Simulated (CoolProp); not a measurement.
A single-stage vapour-compression cycle with R1132(E): evaporating at 275.15 K (dew point), condensing at 303.15 K (bubble point), superheat 8 K, subcooling 8 K, compressor efficiency 0.7, no pressure losses. Each further row changes one setting.

Model: reference Helmholtz-energy equation of state, Akasaka 2024, in CoolProp.

```json
[
 {"case": "as stated", "cooling COP": "6.09", "pressure ratio": "2.17", "discharge temperature (K)": "330.7", "refrigerating effect (kJ/kg)": "221", "volumetric capacity (kJ/m³)": "6030"},
 {"case": "evaporating temperature 280.15 K", "cooling COP": "7.69", "pressure ratio": "1.87", "discharge temperature (K)": "326.9", "refrigerating effect (kJ/kg)": "224", "volumetric capacity (kJ/m³)": "7070"},
 {"case": "condensing temperature 298.15 K", "cooling COP": "7.63", "pressure ratio": "1.91", "discharge temperature (K)": "322.6", "refrigerating effect (kJ/kg)": "230", "volumetric capacity (kJ/m³)": "6280"},
 {"case": "subcooling 13 K", "cooling COP": "6.35", "pressure ratio": "2.17", "discharge temperature (K)": "330.7", "refrigerating effect (kJ/kg)": "231", "volumetric capacity (kJ/m³)": "6280"},
 {"case": "superheat 18 K", "cooling COP": "6.04", "pressure ratio": "2.17", "discharge temperature (K)": "341.3", "refrigerating effect (kJ/kg)": "232", "volumetric capacity (kJ/m³)": "5990"},
 {"case": "compressor efficiency 0.6", "cooling COP": "5.22", "pressure ratio": "2.17", "discharge temperature (K)": "335.6", "refrigerating effect (kJ/kg)": "221", "volumetric capacity (kJ/m³)": "6030"}
]
```
